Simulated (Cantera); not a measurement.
A Cantera script and what it prints.

```python
import numpy as np
import cantera as ct

gas_names = [...]  # 123 gases of nasa_gas.yaml made of C, H, O, Si
cond_names = """
    C(gr) C6H6(L) C7H8(L) C8H18(L),n-octa H2O(s) H2O(L) Si(cr) Si(L) SiC(b) SiO2(Lqz) SiO2(hqz) SiO2(L)
""".split()


# ... load() reads the species with a 1 bar reference pressure and builds the phases ...
atoms = {
    'SiO2': {'Si': 1, 'O': 2},
    'CH4': {'C': 1, 'H': 4},
    'H2': {'H': 2},
}
top_T = {'C(gr)': 4500, 'SiC(b)': 3050}  # K; cautious upper limits of use, not melting points


# ... equilibrate(T, P, feed) seeds the gas with the atoms and calls Mixture.equilibrate('TP', solver="vcs", rtol=1e-11, max_steps=5000) ...
results = []
feed = {'SiO2': 1, 'CH4': 5.1, 'H2': 8.1}  # mol
T = 1575  # K
P = 450  # Pa
mix = equilibrate(T, P, feed)
results.append((T, P, feed, dict(zip(mix.species_names, mix.species_moles))))
x = sorted(zip(gas.X, gas.species_names), reverse=True)
print(f"T = {T:g} K  P = {P:g} Pa  gas = {mix.phase_moles(0):.4g} mol")
print("   x: " + "  ".join(f"{s} {v:.3e}" for v, s in x if v > 0.001))
print("   condensed (mol): " + ("  ".join(f"{mix.phase(i).name} {mix.phase_moles(i):.4g}"
      for i in range(1, mix.n_phases) if mix.phase_moles(i) > 1e-12) or "none"))
```

It prints:

```
T = 1575 K  P = 450 Pa  gas = 20.31 mol
   x: H2 9.009e-01  CO 9.823e-02
   condensed (mol): C(gr) 2.11  SiC(b) 0.9947
```

Method: chemical equilibrium by Gibbs-energy minimisation in Cantera with the NASA 1993 tables (ideal gas, pure condensed phases).
